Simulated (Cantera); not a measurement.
Input: 1 mol (CH3)2SiCl2, 0.62 mol C3H8, 9.7 mol H2, equilibrated at 66.0 mbar.

Equilibrium computed with Cantera from the NASA thermochemical tables; the gas is ideal and each condensed phase is pure. Candidate condensed phases: C, C6H6, C7H8, C8H18, Si, SiC; 109 gas species. The feed counts by its element totals alone. The tables' values for SiCl3 are old estimates; treat these amounts as uncertain. Rates play no part.

Question: At 1548 K, list the 5 most abundant gas species with their mole fractions, and the condensed phases.

Answer: H2 0.877, HCl 0.122, SiCl2 0.000498, H 0.000112, CH4 0.000104. Condensed: C(graphite) + SiC(s).
